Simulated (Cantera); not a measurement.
A perfectly stirred reactor is fed with C₂H₆ : N₂ = 1 : 46 (molar parts), at 0.0132 atm; it is held at 1623 K, and followed from long to short residence time.

Computed with Cantera and GRI-Mech 3.0 (53 species, 325 reactions). GRI-Mech 3.0 stops at C3 and has no aromatics, soot or wall deposition, so with more carbon than oxygen in the feed, carbon stays in small species such as C2H2 where larger ones or solid carbon would form. Radical loss at walls, strong at low pressure, is not modelled.

What does this change do: pressure from 0.0132 atm to 0.0849 atm?


```csv
quantity,before,after
x(C₂H₆) at τ = 2.80 s,1.09e-5,4.71e-6
x(CH₄) at τ = 2.80 s,0.00131,0.00155
x(CH₃) at τ = 2.80 s,0.000216,8.90e-5
x(C₂H₄) at τ = 2.80 s,6.10e-5,3.29e-5
x(CH₂) at τ = 2.80 s,1.43e-6,2.25e-7
x(C₂H₆) at τ = 19.0 ms,0.00116,0.000375
x(CH₄) at τ = 19.0 ms,0.00507,0.00469
x(CH₃) at τ = 19.0 ms,0.00233,0.000819
x(C₂H₄) at τ = 19.0 ms,0.00359,0.00141
x(CH₂) at τ = 19.0 ms,1.24e-5,3.73e-6
```
